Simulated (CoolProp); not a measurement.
Vapour-liquid equilibrium of ethanol (1) + o-xylene (2) at 185.85 °C; x and y are mole fractions of (1).

Model: multi-fluid Helmholtz-energy mixture model, Schroeder 2014 and Zhou 2012; pair parameters Bell 2016, in CoolProp.

```
x     bubble pressure, mixture model (MPa)  bubble pressure, Raoult's law (MPa)  y, mixture model  y, Raoult's law
----  ------------------------------------  -----------------------------------  ----------------  ---------------
0.05                                0.5132                               0.3696             0.463            0.303
0.15                                0.8802                               0.5667             0.687            0.593
0.25                                 1.130                               0.7637             0.760            0.734
0.35                                 1.309                               0.9608             0.799            0.817
0.45                                 1.451                                1.158             0.826            0.871
0.55                                 1.579                                1.355             0.851            0.910
0.65                                 1.708                                1.552             0.876            0.939
0.75                                 1.845                                1.749             0.905            0.961
0.85                                 1.995                                1.946             0.938            0.979
0.95                                 2.157                                2.143             0.978            0.994
```

The largest gap from Raoult's law is +55.3 % in bubble pressure, at x = 0.15. No azeotrope shows between x = 0.05 and 0.95.

Pair parameters are fitted to limited data, so mixtures are less certain than the pure fluids. With so large a gap from Raoult's law the liquid may split in two, which this calculation doesn't test in full.
